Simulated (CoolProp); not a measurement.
R1234ze(E) along the isobar 94.5 bar: density (kg/m³) from the reference equation and from simpler models built on Tc = 109.4 °C, pc = 36.35 bar, ω = 0.313; each cubic takes its own stable root.

Values from CoolProp's reference Helmholtz-energy equation of state, Thol 2016.

| T (°C) | phase | reference |
|---|---|---|
| -62.55 | liquid | 1422 |
| -46.95 | liquid | 1385 |
| -31.25 | liquid | 1347 |
| -15.65 | liquid | 1309 |
| -0.05 | liquid | 1270 |
| 15.55 | liquid | 1229 |
| 31.15 | liquid | 1186 |
| 46.75 | liquid | 1140 |
| 62.35 | liquid | 1092 |

How far does each simpler model (van der Waals, Redlich-Kwong, Soave-Redlich-Kwong) lie from the reference over these 9 states: mean and median of the absolute difference, and the worst?


- van der Waals: mean 37.2 %, median 37.4 %, worst -39.4 % at -62.55 °C and 94.5 bar
- Redlich-Kwong: mean 12.0 %, median 11.9 %, worst -12.6 % at 62.35 °C and 94.5 bar
- Soave-Redlich-Kwong: mean 9.0 %, median 8.9 %, worst -9.8 % at 62.35 °C and 94.5 bar
